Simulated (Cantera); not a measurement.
A Cantera script and what it prints.

```python
import numpy as np
import cantera as ct

gas_names = """
    AL ALCL ALCL2 ALCL3 ALH ALO ALOCL ALOH ALO2 ALO2H AL2 AL2CL6 AL2O AL2O2 CL CLO CL2 H HALO HCL HOCL
    HO2 H2 H2O H2O2 O OH O2 O3
""".split()
cond_names = """
    AL(cr) AL(L) ALCL3(s) ALCL3(L) AL2O3(a) AL2O3(L) H2O(s) H2O(L)
""".split()


# ... load() reads the species with a 1 bar reference pressure and builds the phases ...
atoms = {
    'Al2O3': {'AL': 2, 'O': 3},
    'HCl': {'H': 1, 'CL': 1},
    'O2': {'O': 2},
}
top_T = {}  # K; cautious upper limits of use, not melting points


# ... equilibrate(T, P, feed) seeds the gas with the atoms and calls Mixture.equilibrate('TP', solver="vcs", rtol=1e-11, max_steps=5000) ...
results = []
feed = {'Al2O3': 1, 'HCl': 2.1, 'O2': 5.4}  # mol
P = 3.9  # Pa
for T in [1498, 1548, 1598, 1648, 1698, 1748, 1798]:
    mix = equilibrate(T, P, feed)
    results.append((T, P, feed, dict(zip(mix.species_names, mix.species_moles))))

top = {s: max(r[3][s] / sum(r[3][g] for g in gas_names) for r in results) for s in gas_names}
cols = sorted((s for s in top if top[s] > 1e-06), key=lambda s: -top[s])[:7]
seen = [c for c in cond_names if any(r[3].get(c, 0) > 1e-12 for r in results)]
print("log10 of partial pressures in bar; condensed amounts in mol")
print(f"{'T/K':>10s}" + "".join(f"{s[:9]:>10s}" for s in cols + seen))
for T, P, feed, n in results:
    ng = sum(n[g] for g in gas_names)
    print(f"{T:10.4g}" + "".join(f"{np.log10(max(n[s] / ng * P / 1e5, 1e-99)):10.3f}" for s in cols)
          + "".join(f"{n.get(c, 0):10.4g}" for c in seen))
```

Result:

```
log10 of partial pressures in bar; condensed amounts in mol
       T/K        O2       HCL        CL       H2O         O        OH         H  AL2O3(a)
      1498    -4.578    -5.160    -5.429    -5.733    -7.693    -7.456    -9.354         1
      1548    -4.581    -5.192    -5.378    -5.685    -7.408    -7.249    -8.935         1
      1598    -4.585    -5.227    -5.333    -5.643    -7.142    -7.057    -8.543         1
      1648    -4.590    -5.264    -5.294    -5.607    -6.891    -6.879    -8.177         1
      1698    -4.595    -5.303    -5.259    -5.578    -6.656    -6.714    -7.833         1
      1748    -4.600    -5.345    -5.229    -5.555    -6.435    -6.560    -7.511         1
      1798    -4.607    -5.390    -5.202    -5.540    -6.227    -6.419    -7.210         1
```

Method: chemical equilibrium by Gibbs-energy minimisation in Cantera with the NASA 1993 tables (ideal gas, pure condensed phases).
